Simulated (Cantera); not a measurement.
An isothermal, constant-pressure homogeneous reactor starts with 0.826 % CH4, 99.2 % N2, at 1525 K and 0.0612 atm.

Model: GRI-Mech 3.0 (53 species, 325 reactions), integrated in Cantera. GRI-Mech 3.0 stops at C3 and has no aromatics, soot or wall deposition, so with more carbon than oxygen in the feed, carbon stays in small species such as C2H2 where larger ones or solid carbon would form.

Q: Predict: x(CH4) at 30.0 s; x(CH2) at 30.0 s; x(C2H4) at 30.0 s; x(HCN) at 30.0 s; x(C2H) at 30.0 s; x(C2H6) at 30.0 s; x(H2) at 30.0 s.

A: 
```
Property                                             Result
-----------------  ----------------------------------------
x(CH4) at 30.0 s   0.000263 (gas-phase equilibrium 8.47e-7)
x(CH2) at 30.0 s   3.04e-9 (gas-phase equilibrium 1.09e-11)
x(C2H4) at 30.0 s   9.72e-7 (gas-phase equilibrium 4.00e-8)
x(HCN) at 30.0 s    1.49e-6 (gas-phase equilibrium 0.00772)
x(C2H) at 30.0 s   7.15e-9 (gas-phase equilibrium 4.50e-10)
x(C2H6) at 30.0 s    1.52e-8 (gas-phase equilibrium <1e-12)
x(H2) at 30.0 s       0.0119 (gas-phase equilibrium 0.0123)
```
